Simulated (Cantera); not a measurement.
Charge: 1 mol TEOS, 0.96 mol O₂, held at 62.0 Pa.

Cantera equilibrium calculation (NASA polynomials, part measured and part estimated; ideal gas, pure solids and liquids). Candidate condensed phases: C, C₆H₆, C₇H₈, C₈H₁₈, H₂O, Si, SiC, SiO₂; 123 gas species. The feed counts by its element totals alone. The tables hold silica as quartz up to 1696 K and as liquid above; real silica turns to tridymite and cristobalite and melts near 1996 K. Equilibrium is a limit: real reactors are often held back by kinetics, nucleation or transport.

Task: Which condensed phases are stable at each of these points (T (°C)): 450, 550, 650, 750, 850, 950, 1050?

Result: 
```tsv
T (°C)	condensed phases	Si condensed (%)
450	C(graphite) + SiO₂(α-quartz)	100.0
550	C(graphite) + SiO₂(α-quartz)	100.0
650	C(graphite) + SiO₂(β-quartz)	100.0
750	C(graphite) + SiO₂(β-quartz)	100.0
850	C(graphite) + SiO₂(β-quartz)	100.0
950	C(graphite) + SiO₂(β-quartz)	99.9
1050	C(graphite) + SiC(s)	99.5
```

From 450 °C to 550 °C the condensed part is C(graphite) + SiO₂(α-quartz). From 650 °C to 950 °C the condensed part is C(graphite) + SiO₂(β-quartz). At 1050 °C the condensed part is C(graphite) + SiC(s).
